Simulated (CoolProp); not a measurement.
Nitrogen along the isotherm 83.6 K: density (kg/m³) from the reference equation and from simpler models built on Tc = 126.2 K, pc = 3396 kPa, ω = 0.037; each cubic takes its own stable root.

Computed with CoolProp (reference Helmholtz-energy equation of state, Span 2000).

```json
[
 {"p (kPa)": "106", "phase": "gas", "reference": "4.430"},
 {"p (kPa)": "212", "phase": "liquid", "reference": "777.0"},
 {"p (kPa)": "318", "phase": "liquid", "reference": "777.3"},
 {"p (kPa)": "424", "phase": "liquid", "reference": "777.6"},
 {"p (kPa)": "531", "phase": "liquid", "reference": "778.0"},
 {"p (kPa)": "637", "phase": "liquid", "reference": "778.3"},
 {"p (kPa)": "743", "phase": "liquid", "reference": "778.6"},
 {"p (kPa)": "849", "phase": "liquid", "reference": "779.0"},
 {"p (kPa)": "955", "phase": "liquid", "reference": "779.3"},
 {"p (kPa)": "1060", "phase": "liquid", "reference": "779.6"},
 {"p (kPa)": "1170", "phase": "liquid", "reference": "780.0"},
 {"p (kPa)": "1270", "phase": "liquid", "reference": "780.3"},
 {"p (kPa)": "1380", "phase": "liquid", "reference": "780.6"},
 {"p (kPa)": "1490", "phase": "liquid", "reference": "781.0"},
 {"p (kPa)": "1590", "phase": "liquid", "reference": "781.3"},
 {"p (kPa)": "1700", "phase": "liquid", "reference": "781.6"}
]
```

### Question
How far does each simpler model (van der Waals, Redlich-Kwong, Soave-Redlich-Kwong, Peng-Robinson) lie from the reference over these 16 states: mean and median of the absolute difference, and the worst?

### Answer
- van der Waals: mean 41.8 %, median 31.1 %, worst -98.8 % at 83.6 K and 212 kPa
- Redlich-Kwong: mean 0.4 %, median 0.4 %, worst +0.5 % at 83.6 K and 1700 kPa
- Soave-Redlich-Kwong: mean 0.2 %, median 0.2 %, worst -0.3 % at 83.6 K and 212 kPa
- Peng-Robinson: mean 12.0 %, median 12.8 %, worst +12.9 % at 83.6 K and 1700 kPa

At some of these states van der Waals gives the other phase, because its saturation line lies elsewhere.
